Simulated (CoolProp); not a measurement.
Vapour-liquid equilibrium of R22 (1) + R152A (2) at -1.65 °C; x and y are mole fractions of (1).

Values from CoolProp's multi-fluid Helmholtz-energy mixture model, Kamei 1995 and Outcalt 1996; pair parameters Bell 2016.

```json
[
 {"x": "0.05", "bubble pressure (bar)": "2.569", "y at the bubble point": "0.078", "dew pressure at overall composition x (bar)": "2.539", "liquid density (mol/L)": "14.60"},
 {"x": "0.125", "bubble pressure (bar)": "2.696", "y at the bubble point": "___", "dew pressure at overall composition x (bar)": "___", "liquid density (mol/L)": "14.62"},
 {"x": "0.2", "bubble pressure (bar)": "2.828", "y at the bubble point": "0.290", "dew pressure at overall composition x (bar)": "2.711", "liquid density (mol/L)": "14.65"},
 {"x": "0.275", "bubble pressure (bar)": "2.967", "y at the bubble point": "0.386", "dew pressure at overall composition x (bar)": "2.808", "liquid density (mol/L)": "14.68"},
 {"x": "0.35", "bubble pressure (bar)": "3.114", "y at the bubble point": "0.476", "dew pressure at overall composition x (bar)": "2.913", "liquid density (mol/L)": "14.71"},
 {"x": "0.425", "bubble pressure (bar)": "3.268", "y at the bubble point": "0.559", "dew pressure at overall composition x (bar)": "3.028", "liquid density (mol/L)": "___"},
 {"x": "0.5", "bubble pressure (bar)": "3.431", "y at the bubble point": "0.637", "dew pressure at overall composition x (bar)": "3.157", "liquid density (mol/L)": "14.76"},
 {"x": "0.575", "bubble pressure (bar)": "3.603", "y at the bubble point": "0.708", "dew pressure at overall composition x (bar)": "3.300", "liquid density (mol/L)": "14.79"},
 {"x": "0.65", "bubble pressure (bar)": "3.784", "y at the bubble point": "0.773", "dew pressure at overall composition x (bar)": "3.462", "liquid density (mol/L)": "14.81"},
 {"x": "0.725", "bubble pressure (bar)": "___", "y at the bubble point": "___", "dew pressure at overall composition x (bar)": "3.648", "liquid density (mol/L)": "14.83"},
 {"x": "0.8", "bubble pressure (bar)": "___", "y at the bubble point": "0.886", "dew pressure at overall composition x (bar)": "3.866", "liquid density (mol/L)": "14.85"},
 {"x": "0.875", "bubble pressure (bar)": "4.371", "y at the bubble point": "0.933", "dew pressure at overall composition x (bar)": "4.128", "liquid density (mol/L)": "14.87"},
 {"x": "0.95", "bubble pressure (bar)": "___", "y at the bubble point": "0.975", "dew pressure at overall composition x (bar)": "___", "liquid density (mol/L)": "14.88"}
]
```

### Question
Fill in the missing entries.

### Answer

- 0.125, y at the bubble point: 0.188
- 0.125, dew pressure at overall composition x (bar): 2.622
- 0.425, liquid density (mol/L): 14.74
- 0.725, bubble pressure (bar): 3.973
- 0.725, y at the bubble point: 0.832
- 0.8, bubble pressure (bar): 4.169
- 0.95, bubble pressure (bar): 4.578
- 0.95, dew pressure at overall composition x (bar): 4.451

No azeotrope shows between x = 0.05 and 0.95.

Pair parameters are fitted to limited data, so mixtures are less certain than the pure fluids.
